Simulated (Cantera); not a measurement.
Stirred combustor or abatement burner

A perfectly stirred reactor is fed with H2 : O2 : N2 : H2O = 1 : 0.385 : 1.45 : 0.55 (molar parts), equivalence ratio 1.3, at 7.01 atm; it is adiabatic with a 723 K inlet, and is followed from long to short residence time, starting on the burning branch (τ in s: 0.18, 0.068, 0.026, 0.0099, 0.0038, 0.0014, 0.00055, 0.00021, 7.9e-05, 3e-05, 1.2e-05, 4.4e-06).

Cantera simulation using the H2/O2 subset of GRI-Mech 3.0, which has no nitrogen chemistry; the numbers are that mechanism's predictions, not measurements. The hydrogen kinetics of GRI-Mech 3.0 are dated; newer H2 mechanisms differ, most at raised pressure.

```json
[
 {"τ (s)": "0.18", "T (K)": "2298", "x H2": "0.0766", "x O2": "2.53e-5", "x H2O": "0.439", "x OH": "0.000945", "x H2O2": "2.44e-8", "x H": "0.00103"},
 {"τ (s)": "0.068", "T (K)": "2298", "x H2": "0.0766", "x O2": "3.40e-5", "x H2O": "0.438", "x OH": "0.000978", "x H2O2": "2.68e-8", "x H": "0.00107"},
 {"τ (s)": "0.026", "T (K)": "2296", "x H2": "0.0766", "x O2": "5.48e-5", "x H2O": "0.438", "x OH": "0.00106", "x H2O2": "3.29e-8", "x H": "0.00116"},
 {"τ (s)": "0.0099", "T (K)": "2293", "x H2": "0.0767", "x O2": "0.000101", "x H2O": "0.438", "x OH": "0.00124", "x H2O2": "4.83e-8", "x H": "0.00136"},
 {"τ (s)": "0.0038", "T (K)": "2288", "x H2": "0.0768", "x O2": "0.000193", "x H2O": "0.437", "x OH": "0.00160", "x H2O2": "8.45e-8", "x H": "0.00178"},
 {"τ (s)": "0.0014", "T (K)": "2277", "x H2": "0.0771", "x O2": "0.000380", "x H2O": "0.436", "x OH": "0.00226", "x H2O2": "1.69e-7", "x H": "0.00256"},
 {"τ (s)": "0.00055", "T (K)": "2260", "x H2": "0.0776", "x O2": "0.000716", "x H2O": "0.433", "x OH": "0.00318", "x H2O2": "3.22e-7", "x H": "0.00373"},
 {"τ (s)": "0.00021", "T (K)": "2233", "x H2": "0.0786", "x O2": "0.00136", "x H2O": "0.430", "x OH": "0.00448", "x H2O2": "5.83e-7", "x H": "0.00556"},
 {"τ (s)": "7.9e-5", "T (K)": "2190", "x H2": "0.0804", "x O2": "0.00257", "x H2O": "0.424", "x OH": "0.00611", "x H2O2": "9.71e-7", "x H": "0.00835"},
 {"τ (s)": "3.0e-5", "T (K)": "2126", "x H2": "0.0834", "x O2": "0.00465", "x H2O": "0.415", "x OH": "0.00787", "x H2O2": "1.50e-6", "x H": "0.0124"},
 {"τ (s)": "1.2e-5", "T (K)": "2039", "x H2": "0.0881", "x O2": "0.00793", "x H2O": "0.403", "x OH": "0.00923", "x H2O2": "2.22e-6", "x H": "0.0179"},
 {"τ (s)": "4.4e-6", "T (K)": "1906", "x H2": "0.0971", "x O2": "0.0142", "x H2O": "0.385", "x OH": "0.00951", "x H2O2": "3.54e-6", "x H": "0.0252"}
]
```
x: mole fraction; the columns are a selection and need not sum to one.
